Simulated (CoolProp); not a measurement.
Vapour-liquid equilibrium of R22 (1) + methanol (2) at 387 kPa; x and y are mole fractions of (1).

The numbers come from the multi-fluid Helmholtz-energy mixture model, Kamei 1995 and de Reuck 1993; pair parameters Bell 2016 in CoolProp.

| x | bubble temperature, mixture model (K) | bubble temperature, Raoult's law (K) | y, mixture model | y, Raoult's law |
|---|---|---|---|---|
| 0.05 | 350.0 | 356.3 | 0.585 | 0.503 |
| 0.125 | 322.1 | 334.1 | 0.868 | 0.801 |
| 0.2 | 306.1 | 318.7 | 0.940 | 0.905 |
| 0.275 | 296.3 | 307.6 | 0.965 | 0.949 |
| 0.35 | 289.6 | 299.2 | 0.977 | 0.970 |
| 0.425 | 284.8 | 292.5 | 0.984 | 0.981 |
| 0.5 | 281.1 | 287.1 | 0.988 | 0.988 |
| 0.575 | 278.2 | 282.5 | 0.990 | 0.992 |
| 0.65 | 275.7 | 278.6 | 0.993 | 0.995 |
| 0.725 | 273.4 | 275.2 | 0.994 | 0.997 |
| 0.8 | 271.4 | 272.2 | 0.996 | 0.998 |
| 0.875 | 269.3 | 269.5 | 0.997 | 0.999 |
| 0.95 | 267.2 | 267.1 | 0.999 | 1.000 |

The largest gap from Raoult's law is -12.6 K in bubble temperature, at x = 0.2. No azeotrope shows between x = 0.05 and 0.95.

Pair parameters are fitted to limited data, so mixtures are less certain than the pure fluids.
